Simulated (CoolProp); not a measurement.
Vapour-liquid equilibrium of n-butane (1) + cyclohexane (2) at 0.169 MPa; x and y are mole fractions of (1).

The numbers come from the multi-fluid Helmholtz-energy mixture model, Bücker 2006 and Zhou 2014; pair parameters Bell 2016 in CoolProp.

| x | bubble temperature (K) | y at the bubble point | dew temperature at overall composition x (K) | liquid density (mol/L) |
|---|---|---|---|---|
| 0.05 | 362.6 | 0.255 | 370.2 | 8.477 |
| 0.15 | 345.5 | 0.595 | 366.7 | 8.761 |
| 0.25 | 331.3 | 0.777 | 362.8 | 9.013 |
| 0.35 | 320.1 | 0.872 | 358.5 | 9.229 |
| 0.45 | 311.5 | 0.923 | 353.7 | 9.415 |
| 0.55 | 304.8 | 0.953 | 348.3 | 9.575 |
| 0.65 | 299.5 | 0.971 | 341.8 | 9.714 |
| 0.75 | 295.2 | 0.982 | 333.9 | 9.835 |
| 0.85 | 291.6 | 0.991 | 323.2 | 9.940 |
| 0.95 | 288.4 | 0.997 | 305.5 | 10.03 |

No azeotrope shows between x = 0.05 and 0.95.

Pair parameters are fitted to limited data, so mixtures are less certain than the pure fluids.
